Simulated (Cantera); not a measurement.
A Cantera script and its output.

```python
import numpy as np
import cantera as ct

gas = ct.Solution("gri30.yaml", transport_model="multicomponent")
show = ['H', 'OH', 'H2']

rows = []
print(f"{'T/K':>7s}{'rho':>11s}{'cp':>10s}{'mu':>11s}{'lambda':>11s}{'Pr':>7s}" + "".join(f"{'D_' + s:>11s}" for s in show))
for T in [400, 600, 800, 1000, 1200, 1400, 1600]:
    gas.TPX = T, 38000, {'H2O': 0.8}
    Pr = gas.cp_mass * gas.viscosity / gas.thermal_conductivity
    D = [gas.mix_diff_coeffs_mole[gas.species_index(s)] for s in show]
    rows.append([gas.density, gas.cp_mass, gas.viscosity, gas.thermal_conductivity, Pr, *D])
    print(f"{T:7g}{gas.density:11.4e}{gas.cp_mass:10.1f}{gas.viscosity:11.4e}"
          f"{gas.thermal_conductivity:11.4e}{Pr:7.3f}" + "".join(f"{d:11.4e}" for d in D))
print("SI units: kg/m3, J/kg/K, Pa s, W/m/K, m2/s")
```

Result:

```
    T/K        rho        cp         mu     lambda     Pr        D_H       D_OH       D_H2
    400 2.0584e-01    1902.2 1.3967e-05 3.6786e-02  0.722 6.0546e-04 1.6986e-04 3.8753e-04
    600 1.3722e-01    2016.1 2.1488e-05 6.0611e-02  0.715 1.2972e-03 3.5483e-04 7.9626e-04
    800 1.0292e-01    2150.0 2.8971e-05 8.7347e-02  0.713 2.1826e-03 5.8841e-04 1.3090e-03
   1000 8.2335e-02    2292.2 3.6247e-05 1.1642e-01  0.714 3.2364e-03 8.6475e-04 1.9141e-03
   1200 6.8612e-02    2435.6 4.3256e-05 1.4734e-01  0.715 4.4419e-03 1.1800e-03 2.6037e-03
   1400 5.8811e-02    2565.4 4.9979e-05 1.7896e-01  0.716 5.7874e-03 1.5315e-03 3.3723e-03
   1600 5.1459e-02    2681.4 5.6416e-05 2.1077e-01  0.718 7.2642e-03 1.9171e-03 4.2156e-03
SI units: kg/m3, J/kg/K, Pa s, W/m/K, m2/s
```

Computed with Cantera and GRI-Mech 3.0 (53 species, 325 reactions). Polar gases are described roughly by these parameters.
